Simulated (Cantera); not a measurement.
A closed system holds: 1 mol C2H2, 2.4 mol H2, at 7.50 mbar.

Method: chemical equilibrium by Gibbs-energy minimisation in Cantera with the NASA 1993 tables (ideal gas, pure condensed phases). Candidate condensed phases: C, C6H6, C7H8, C8H18; 76 gas species. Rates play no part.

### Question
At 2348 K, list the 5 most abundant gas species with their mole fractions, and the condensed phases.

### Answer
H2 0.863, H 0.132, C2H2 (acetylene) 0.00471, C2H 3.68e-5, C4H2 1.06e-5. Condensed: C(graphite).
